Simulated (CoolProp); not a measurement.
A simple Rankine cycle with isobutane: condensing at 332.15 K, boiler at 1.88 MPa, turbine inlet 410.1 K, turbine efficiency 0.8, pump efficiency 0.6, no recuperator. Each further row changes one setting.

Computed with CoolProp (reference Helmholtz-energy equation of state, Bücker 2006).

| case | thermal efficiency (%) | net work (kJ/kg) | heat in (kJ/kg) | turbine exit temperature (K) | volume ratio over the turbine |
|---|---|---|---|---|---|
| as stated | 6.4 | 27.2 | 428 | 385.8 | 2.34 |
| turbine inlet 430.1 K | 6.2 | 29.8 | 478 | 407.0 | 2.29 |
| condensing temperature 324.15 K | 7.6 | 34.3 | 449 | 380.7 | 2.84 |
| boiler pressure 1.32 MPa | 3.7 | 16.5 | 444 | 397.6 | 1.58 |
| turbine efficiency 0.7 | 5.5 | 23.4 | 428 | 387.5 | 2.35 |
